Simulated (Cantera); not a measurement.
**Gas-phase reforming**

A perfectly stirred reactor is fed with CH4 : H2O : H2 = 1 : 1.1 : 2 (molar parts), at 220000 Pa; it is held at 2100 K, and followed from long to short residence time.

Cantera simulation using GRI-Mech 3.0 (53 species, 325 reactions); the numbers are that mechanism's predictions, not measurements.

```tsv
τ (s)	x CH4	x H2O	x H2	x CH2O	x HO2	x CH2CO
4.7	0.000897	0.0180	0.816	1.28e-7	<1e-12	1.58e-7
1.9	0.00150	0.0207	0.814	1.36e-7	<1e-12	3.28e-7
0.74	0.00247	0.0257	0.810	1.54e-7	<1e-12	7.05e-7
0.29	0.00391	0.0342	0.804	1.96e-7	<1e-12	1.52e-6
0.12	0.00594	0.0465	0.794	2.87e-7	1.21e-12	3.14e-6
0.046	0.00922	0.0661	0.779	5.13e-7	2.44e-12	6.73e-6
0.018	0.0139	0.0924	0.758	1.00e-6	4.75e-12	1.34e-5
0.0073	0.0205	0.123	0.733	1.95e-6	8.47e-12	2.36e-5
0.0029	0.0304	0.157	0.703	3.71e-6	1.37e-11	3.68e-5
```
x: mole fraction; the columns are a selection and need not sum to one.
